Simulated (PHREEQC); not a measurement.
0.1 g of hydrous ferric oxide (600 m²/g; 0.2 weak and 0.005 strong sites per Fe, Dzombak-Morel constants, diffuse double layer) in 1 kg of water with 0.1 mol/kgw of an inert sodium salt, at 25 °C; the pH is set by adding NaOH or the inert anion's acid. Oxygen alone is held at its pressure in air (log pO2 = -0.68). The system is closed to CO2. Nothing may precipitate in this run.

Base run: PHREEQC, ion-association model, wateq4f.dat. Each further column changes one thing. The table gives surface charge σ (C/m²).

| pH | base | background salt from 0.1 to 0.01 mol/kgw | oxide from 0.1 to 0.5 g/kgw | 0.00064 mol/kgw CuSO4 added |
|---|---|---|---|---|
| 3 | 0.363 | [?] | 0.363 | [?] |
| 3.5 | 0.350 | 0.275 | 0.350 | 0.105 |
| 4 | 0.321 | 0.216 | 0.321 | 0.103 |
| 4.5 | 0.272 | 0.160 | 0.273 | 0.101 |
| 5 | 0.215 | 0.113 | 0.215 | 0.101 |
| 5.5 | 0.159 | 0.077 | 0.159 | 0.113 |
| 6 | 0.111 | 0.050 | 0.111 | 0.135 |
| 6.5 | 0.074 | 0.030 | 0.074 | [?] |
| 7 | 0.045 | 0.017 | 0.045 | [?] |
| 7.5 | 0.022 | 0.008 | 0.022 | 0.155 |
| 8 | 0.004 | [?] | 0.004 | 0.124 |
| 8.5 | -0.014 | -0.005 | -0.014 | 0.083 |
| 9 | -0.034 | [?] | -0.034 | 0.047 |

Task: What belongs in the gaps?

Result: 
- 3, background salt from 0.1 to 0.01 mol/kgw: 0.325
- 3, 0.00064 mol/kgw CuSO4 added: 0.106
- 6.5, 0.00064 mol/kgw CuSO4 added: 0.156
- 7, 0.00064 mol/kgw CuSO4 added: 0.166
- 8, background salt from 0.1 to 0.01 mol/kgw: 0.001
- 9, background salt from 0.1 to 0.01 mol/kgw: -0.013

The oxide is taken as insoluble; below pH 4 it would dissolve. In at least one series the solution becomes supersaturated in solids that the run did not let form, among them Cu(OH)2, Brochantite, Antlerite. The database's constant for dissolved Cu(OH)2 is higher than later reviews accept.
